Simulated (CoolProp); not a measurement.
Computed with CoolProp (reference Helmholtz-energy equation of state, Span 1996).

Problem. Give the vapour pressure (MPa), liquid cp (kJ/(kg K)), vapour Z of saturated carbon dioxide at 265.4 K.

Solution. 
```
T (K)  p (MPa)  liquid cp (kJ/(kg K))  vapour Z
-----  -------  ---------------------  --------
265.4     2.82                   2.35     0.736
```
